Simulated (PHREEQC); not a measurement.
## Nickel, zinc or cadmium bath (model solution)

Consider water at 25 °C with 0.24 mol NiSO4 per kg of water. Closed to the air; pH follows from the charge balance.

Equilibrium calculation in PHREEQC: ion-association model, wateq4f.dat.

Precipitation was switched off in this run.

Task: Predict the pH, activity of water, ionic strength.

Result: pH 5.95; activity of water 0.994; ionic strength 0.438 mol/kgw.

Task: In which forms is Ni present?

Result: NiSO4 54 %, Ni+2 46 % of the Ni.
